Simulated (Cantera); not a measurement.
Input: 1 mol MgO, 3.8 mol SO3, 0.036 mol H2O, 1.1 mol SO2, held at 1550 °C and 3500 Pa.

Cantera equilibrium calculation (NASA polynomials, part measured and part estimated; ideal gas, pure solids and liquids). Candidate condensed phases: H2O, H2SO4, Mg, MgO, Mg(OH)2, MgS, MgSO4, S; 26 gas species. Kinetics and transport are ignored.

Base state: SO2 0.716, O2 0.277, H2O 0.00504, SO3 0.000685, OH 0.000441, O 0.000425, SO 0.000186 (mole fractions); condensed: MgO(s).

Question: What changes in the equilibrium state with this change: temperature from 1550 °C to 852 °C?

Answer: 
```tsv
species	before	after
SO2	0.716	0.710
O2	0.277	0.250
SO3	0.000685	0.0327
SO	0.000186	<1e-9
O	0.000425	1.23e-8
OH	0.000441	6.38e-7
MgO(s), mol	1.000	0
MgSO4(s), mol	0	1.00
```

Question: What changes in the equilibrium state with this change: temperature from 1550 °C to 425 °C?

Answer: 
```tsv
species	before	after
SO3	0.000685	0.706
SO2	0.716	0.283
H2O	0.00504	0.00901
O2	0.277	0.00199
OH	0.000441	<1e-9
O	0.000425	<1e-9
SO	0.000186	<1e-9
H2SO4	<1e-9	0.000115
MgO(s), mol	1.000	0
MgSO4(s), mol	0	1.00
```
